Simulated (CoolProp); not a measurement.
Aqueous ethanol as a coolant, at 21 °C, 1 atm.

Computed with CoolProp (Melinder's fits for secondary coolants).

```tsv
mass %	freezing point (°C)	density (kg/m³)	conductivity (W/(m K))	viscosity (mPa s)	Prandtl number
5.8	-2.4	987.6	0.558	1.25	9.49
12	-5.5	978.9	0.517	1.60	13.4
18.2	___	970.9	___	1.98	18.0
24.4	-14.9	962.3	0.442	2.32	___
30.6	-20.7	952.4	0.408	2.58	26.6
36.7	-26.5	941.2	0.377	2.73	29.6
42.9	-32.0	928.5	0.348	2.78	___
49.1	-36.9	914.8	0.321	2.76	33.1
```

Problem. Complete the blanks.

Solution. 
- 18.2, freezing point (°C): -9.7
- 18.2, conductivity (W/(m K)): 0.478
- 24.4, Prandtl number: 22.6
- 42.9, Prandtl number: 31.8
